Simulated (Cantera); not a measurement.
## Ignition delay

Mixture: CH4 : H2 : O2 : N2 = 1 : 0.14 : 4.7 : 17.7 (molar parts), equivalence ratio 0.44, at 5.33 atm, adiabatic and at constant pressure. Ignition delay is the time to a rise of 400 K.

Detailed kinetics in Cantera: GRI-Mech 3.0 (53 species, 325 reactions).

| T0 (K) | delay (ms) |
|---|---|
| 1250 | 1.15 |
| 1325 | 0.577 |
| 1400 | 0.299 |
| 1475 | 0.162 |
| 1550 | 0.0914 |
| 1625 | 0.0542 |
| 1700 | 0.0337 |
| 1775 | 0.0218 |
| 1850 | 0.0146 |

```
Quantity                                                 Value
--------------------------------------------------  ----------
apparent activation energy between 1700 and 1850 K  150 kJ/mol
```
